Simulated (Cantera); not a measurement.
An adiabatic, constant-pressure homogeneous reactor starts with H2 : O2 : N2 : H2O = 1 : 0.617 : 2.32 : 0.21 (molar parts), equivalence ratio 0.81, at 1625 K and 17300 Torr.

Cantera simulation using the H2/O2 subset of GRI-Mech 3.0, which has no nitrogen chemistry; the numbers are that mechanism's predictions, not measurements. The hydrogen kinetics of GRI-Mech 3.0 are dated; newer H2 mechanisms differ, most at raised pressure. The pressure lies above the range GRI-Mech 3.0 was tuned for (to about 10 atm).

Q: Predict: time of steepest temperature rise; temperature at 4.00 s; equilibrium temperature; x(H2) at 4.00 s; x(O2) at 4.00 s; x(H2O) at 4.00 s; x(H) at 4.00 s; x(OH) at 4.00 s; x(H2O2) at 4.00 s; x(O) at 4.00 s.

A: 
```
Item                                                                Result
---------------------------------  ---------------------------------------
time of steepest temperature rise                                 0.588 µs
temperature at 4.00 s                                               3000 K
equilibrium temperature                                             3000 K
x(H2) at 4.00 s                      0.0156 (gas-phase equilibrium 0.0156)
x(O2) at 4.00 s                      0.0316 (gas-phase equilibrium 0.0316)
x(H2O) at 4.00 s                       0.295 (gas-phase equilibrium 0.295)
x(H) at 4.00 s                     0.00413 (gas-phase equilibrium 0.00413)
x(OH) at 4.00 s                      0.0259 (gas-phase equilibrium 0.0259)
x(H2O2) at 4.00 s                  4.35e-6 (gas-phase equilibrium 4.35e-6)
x(O) at 4.00 s                     0.00422 (gas-phase equilibrium 0.00422)
```
